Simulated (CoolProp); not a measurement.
Vapour-liquid equilibrium of R143a (1) + dimethyl ether (2) at 215.9 K; x and y are mole fractions of (1).

Values from CoolProp's multi-fluid Helmholtz-energy mixture model, Lemmon and Jacobsen 2000 and Wu 2011; pair parameters Bell 2016.

Q: Give the bubble pressure and the first vapour's composition at x = 0.2, 0.35, 0.5. Is there an azeotrope?

A: x = 0.2: 0.2962 bar, y = 0.473; x = 0.35: 0.3637 bar, y = 0.642; x = 0.5: 0.4252 bar, y = 0.757. No azeotrope shows between x = 0.05 and 0.95.

The pair parameters rest on a limited set of measurements; away from them the model extrapolates.
